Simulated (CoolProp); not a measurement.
The fluid at 298.15 K and 0.408 MPa flows at 15 m/s in a round tube of 2 mm bore and 15 µm roughness, fully developed (64/Re and Nu = 3.66 if laminar; Colebrook and Gnielinski if turbulent). The same conditions are run with several fluids, on thermodynamics alone (safety and materials aside).

Model: reference Helmholtz-energy equation of state of each fluid (ammonia: Gao 2020; propane: Lemmon 2009; CH2F2 (R32): Tillner-Roth 1997; propylene: Lemmon 2013; R410A: Lemmon 2003), in CoolProp. Blends and air are pseudo-pure fits.

| fluid | Reynolds number | Darcy friction factor | pressure drop (Pa/m) | heat-transfer coefficient (W/(m² K)) | mass flow (kg/h) |
|---|---|---|---|---|---|
| ammonia | 8790 | 0.0412 | 6790 | 499 | 0.497 |
| propane | 28700 | 0.0368 | 16100 | 1060 | 1.32 |
| CH2F2 (R32) | 20200 | 0.0377 | 19200 | 602 | 1.53 |
| propylene | 25800 | 0.0371 | 15400 | 907 | 1.25 |
| R410A | 29200 | 0.0368 | 26200 | 821 | 2.14 |

Transport values come from each fluid's own correlations; those of CH2F2 (R32), propylene are estimates that may be off by 10 % or more.
